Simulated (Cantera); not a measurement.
Cantera run:

```python
import numpy as np
import cantera as ct

gas_names = """
    CL CL2 Fe FeCL FeCL2 FeCL3 Fe2CL4 Fe2CL6 H HCL H2
""".split()
cond_names = """
    Fe(a) Fe(c) Fe(d) Fe(L) FeCL2(s) FeCL2(L) FeCL3(s) FeCL3(L)
""".split()


def load(file, names, dense=False):
    # The tables refer to 1 bar. Condensed volumes are neglected.
    table = {s.name: s for s in ct.Species.list_from_file(file)}
    out = []
    for n in names:
        d = dict(table[n].input_data)
        d["thermo"] = dict(d["thermo"], **{"reference-pressure": 1e5})
        if dense:
            d["equation-of-state"] = {"model": "constant-volume", "density": "1e6 g/cm^3"}
        out.append(ct.Species.from_dict(d))
    return out


gas = ct.Solution(thermo="ideal-gas", species=load("nasa_gas.yaml", gas_names))
cond = {s.name: ct.Solution(thermo="fixed-stoichiometry", species=[s], name=s.name)
        for s in load("nasa_condensed.yaml", cond_names, dense=True)}
atoms = {
    'Fe': {'Fe': 1},
    'Cl2': {'CL': 2},
    'H2': {'H': 2},
}
top_T = {}  # K; cautious upper limits of use, not melting points


def equilibrate(T, P, feed):
    n = {}
    for name, mol in feed.items():
        for a, k in atoms[name].items():
            n[a] = n.get(a, 0.0) + k * mol
    gas.TPX = T, P, n
    mass = sum(n.values()) * gas.mean_molecular_weight
    gas.equilibrate("TP")
    valid = [c for c in cond.values() if c.min_temp <= T <= top_T.get(c.name, c.max_temp)]
    mix = ct.Mixture([(gas, mass / gas.mean_molecular_weight)] + [(c, 0.0) for c in valid])
    mix.T, mix.P = T, P
    mix.equilibrate("TP", solver="vcs", rtol=1e-11, max_steps=5000)
    return mix


results = []
feed = {'Fe': 1, 'Cl2': 0.045, 'H2': 0.034}  # mol
P = 10000  # Pa
for T in [700, 800, 900, 1000, 1100, 1200, 1300, 1400, 1500, 1600, 1700]:
    mix = equilibrate(T, P, feed)
    results.append((T, P, feed, dict(zip(mix.species_names, mix.species_moles))))

top = {s: max(r[3][s] / sum(r[3][g] for g in gas_names) for r in results) for s in gas_names}
cols = sorted((s for s in top if top[s] > 0.0001), key=lambda s: -top[s])[:8]
seen = [c for c in cond_names if any(r[3].get(c, 0) > 1e-12 for r in results)]
print("log10 of partial pressures in bar; condensed amounts in mol")
print(f"{'T/K':>10s}" + "".join(f"{s[:9]:>10s}" for s in cols + seen))
for T, P, feed, n in results:
    ng = sum(n[g] for g in gas_names)
    print(f"{T:10.4g}" + "".join(f"{np.log10(max(n[s] / ng * P / 1e5, 1e-99)):10.3f}" for s in cols)
          + "".join(f"{n.get(c, 0):10.4g}" for c in seen))
```

Output:

```
log10 of partial pressures in bar; condensed amounts in mol
       T/K        H2       HCL     FeCL2    Fe2CL4         H        CL     FeCL3     Fe(a)     Fe(c)     Fe(d)  FeCL2(s)  FeCL2(L)
       700    -1.012    -2.553    -5.811    -7.333   -14.103   -15.594   -10.297    0.9555         0         0   0.04452         0
       800    -1.061    -1.889    -4.027    -5.119   -12.068   -12.881    -7.986    0.9573         0         0   0.04261         0
       900    -1.215    -1.437    -2.657    -3.425   -10.540   -10.773    -6.208    0.9628         0         0   0.03589         0
      1000    -1.632    -1.286    -1.695    -2.332    -9.460    -9.145    -4.980    0.9729         0         0         0  0.006718
      1100    -1.695    -1.323    -1.522    -2.664    -8.435    -8.111    -4.889    0.9734         0         0         0         0
      1200    -1.670    -1.357    -1.470    -3.121    -7.540    -7.289    -4.945         0    0.9722         0         0         0
      1300    -1.643    -1.389    -1.442    -3.539    -6.778    -6.597    -5.014         0    0.9711         0         0         0
      1400    -1.620    -1.418    -1.424    -3.905    -6.123    -6.005    -5.080         0    0.9701         0         0         0
      1500    -1.601    -1.444    -1.411    -4.225    -5.555    -5.491    -5.139         0    0.9692         0         0         0
      1600    -1.586    -1.466    -1.400    -4.507    -5.057    -5.040    -5.192         0    0.9685         0         0         0
      1700    -1.573    -1.487    -1.392    -4.756    -4.618    -4.641    -5.239         0         0    0.9679         0         0
```

Method: chemical equilibrium by Gibbs-energy minimisation in Cantera with the NASA 1993 tables (ideal gas, pure condensed phases).
